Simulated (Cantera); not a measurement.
Input (Python, Cantera) and output of one run.

```python
import numpy as np
import cantera as ct

gas_names = """
    C2H2,acetylene H
""".split()
cond_names = """
    Ta(cr) Ta(L) TaC(s) TaC(L)
""".split()


# ... load() reads the species with a 1 bar reference pressure and builds the phases ...
species = {s.name: s for s in load("nasa_gas.yaml", gas_names) + load("nasa_condensed.yaml", cond_names)}
# Each term lists the table entries of one substance; the one whose range holds T is used.
reactions = {
    'C2H2(g) + 2 Ta = 2 H(g) + 2 TaC':
        [(-1, ['C2H2,acetylene']), (-2, ['Ta(cr)', 'Ta(L)']), (2, ['H']), (2, ['TaC(s)', 'TaC(L)'])],
}


def pick(names, T):
    return next(species[n] for n in names if species[n].thermo.min_temp <= T <= species[n].thermo.max_temp)


results = []
for label, terms in reactions.items():
    print(label)
    print("     T/K   dH/kJ  dS/(J/K)   dG/kJ   log10 K")
    for T in [1573, 1623, 1673, 1723, 1773, 1823, 1873, 1923, 1973, 2023, 2073]:
        used = [(nu, pick(names, T)) for nu, names in terms]
        dH = sum(nu * s.thermo.h(T) for nu, s in used) / 1e6
        dS = sum(nu * s.thermo.s(T) for nu, s in used) / 1e3
        dG = dH - T * dS / 1e3
        logK = -dG * 1e6 / (ct.gas_constant * T * np.log(10))
        results.append((label, T, dH, dS, dG, logK, [s.name for _, s in used]))
        print(f"{T:8g} {dH:8.1f} {dS:8.1f} {dG:8.1f} {logK:8.2f}")
```

Result:

```
C2H2(g) + 2 Ta = 2 H(g) + 2 TaC
     T/K   dH/kJ  dS/(J/K)   dG/kJ   log10 K
    1573    -54.5     65.4   -157.3     5.22
    1623    -53.7     65.9   -160.6     5.17
    1673    -52.8     66.4   -163.9     5.12
    1723    -52.0     66.9   -167.3     5.07
    1773    -51.1     67.4   -170.6     5.03
    1823    -50.3     67.9   -174.0     4.99
    1873    -49.4     68.3   -177.4     4.95
    1923    -48.6     68.8   -180.8     4.91
    1973    -47.8     69.2   -184.3     4.88
    2023    -47.0     69.6   -187.8     4.85
    2073    -46.1     70.0   -191.2     4.82
```

Cantera with NASA thermochemical tables; ideal gases at 1 bar, condensed phases pure. TaC: taken at fixed stoichiometry. Condensed species are held in their standard states even where they would react or evaporate.
